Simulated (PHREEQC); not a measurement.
3.3 g of hydrous ferric oxide (600 m²/g; 0.2 weak and 0.005 strong sites per Fe, Dzombak-Morel constants, diffuse double layer) in 1 kg of water with 0.3 mol/kgw of an inert sodium salt and 0.012 mol/kgw CuSO4 and 3.8e-05 mol/kgw ZnCl2, at 25 °C; the pH is set by adding NaOH or the inert anion's acid. Oxygen alone is held at its pressure in air (log pO2 = -0.68). No CO2 enters from the air. Nothing may precipitate in this run.

Base run: PHREEQC, ion-association model, wateq4f.dat. Each further column changes one thing. The table gives Cu sorbed (%).

```
pH     base  no electrostatic term (-no_edl)  background salt from 0.3 to 0.03 mol/kgw  oxide from 3.3 to 16 g/kgw
-----  ----  -------------------------------  ----------------------------------------  --------------------------
4       3.7                              4.9                                       4.1                         ___
4.67   22.6                              ___                                      22.6                        70.8
5.33   45.1                             58.4                                      40.0                        97.4
6      53.1                             63.0                                      46.5                        99.8
6.67   55.4                             63.3                                      48.1                       100.0
7.33   55.6                             63.3                                      48.2                       100.0
8.67   48.9                             63.1                                      43.5                       100.0
9.33   40.8                             62.6                                      36.9                       100.0
10     34.9                             56.6                                      32.9                        99.9
10.67  30.7                             26.9                                      30.9                         ___
11.33  26.4                              4.0                                      28.8                        95.8
12     19.9                              0.5                                       ___                        77.9
```

Task: Fill in the missing entries.

Result: 
- 4, oxide from 3.3 to 16 g/kgw: 17.9
- 4.67, no electrostatic term (-no_edl): 31.3
- 10.67, oxide from 3.3 to 16 g/kgw: 99.4
- 12, background salt from 0.3 to 0.03 mol/kgw: 25.0

In at least one series the solution becomes supersaturated in solids that the run did not let form, among them Cu(OH)2, Brochantite, Antlerite, Atacamite, Zn(OH)2-e. The database's constant for dissolved Cu(OH)2 is higher than later reviews accept.
